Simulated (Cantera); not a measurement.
# Equilibrium for chlorosilane synthesis and conversion: SiCl4 + Cl2 + H2

A closed system holds: 1 mol SiCl4, 0.64 mol Cl2, 0.21 mol H2, equilibrated at 100 Torr.

Cantera equilibrium calculation (NASA polynomials, part measured and part estimated; ideal gas, pure solids and liquids). Candidate condensed phases: Si; 19 gas species. The tables' values for SiCl3 are old estimates; treat these amounts as uncertain. The numbers say what is thermodynamically allowed, not how fast it happens.

| T (K) | x SiCl4 | x Cl2 | x HCl | x Cl | x SiCl3 | x SiCl2 | x H | x H2 |
|---|---|---|---|---|---|---|---|---|
| 798 | 0.541 | 0.232 | 0.227 | 1.18e-5 | <1e-12 | <1e-12 | <1e-12 | <1e-12 |
| 873 | 0.541 | 0.232 | 0.227 | 5.85e-5 | 1.84e-11 | <1e-12 | <1e-12 | <1e-12 |
| 948 | 0.540 | 0.232 | 0.227 | 0.000226 | 3.47e-10 | <1e-12 | <1e-12 | 1.89e-12 |
| 1023 | 0.540 | 0.232 | 0.227 | 0.000717 | 4.24e-9 | <1e-12 | <1e-12 | 1.09e-11 |
| 1098 | 0.540 | 0.231 | 0.227 | 0.00195 | 3.67e-8 | <1e-12 | <1e-12 | 5.00e-11 |
| 1173 | 0.539 | 0.230 | 0.226 | 0.00465 | 2.41e-7 | 1.06e-12 | 4.44e-12 | 1.89e-10 |
| 1248 | 0.538 | 0.226 | 0.226 | 0.00997 | 1.26e-6 | 2.13e-11 | 3.17e-11 | 6.14e-10 |
| 1323 | 0.535 | 0.220 | 0.225 | 0.0195 | 5.48e-6 | 3.07e-10 | 1.82e-10 | 1.76e-9 |
| 1398 | 0.531 | 0.211 | 0.223 | 0.0352 | 2.05e-5 | 3.37e-9 | 8.77e-10 | 4.58e-9 |
| 1473 | 0.525 | 0.196 | 0.220 | 0.0589 | 6.73e-5 | 2.96e-8 | 3.64e-9 | 1.10e-8 |
| 1548 | 0.515 | 0.176 | 0.217 | 0.0918 | 0.000200 | 2.18e-7 | 1.34e-8 | 2.52e-8 |
| 1623 | 0.504 | 0.150 | 0.212 | 0.133 | 0.000550 | 1.40e-6 | 4.48e-8 | 5.60e-8 |
| 1698 | 0.490 | 0.121 | 0.206 | 0.181 | 0.00142 | 8.11e-6 | 1.39e-7 | 1.23e-7 |
x: gas mole fraction; nothing condenses.

From 798 K to 1698 K nothing is condensed. The main Si-bearing gas is SiCl4 throughout.
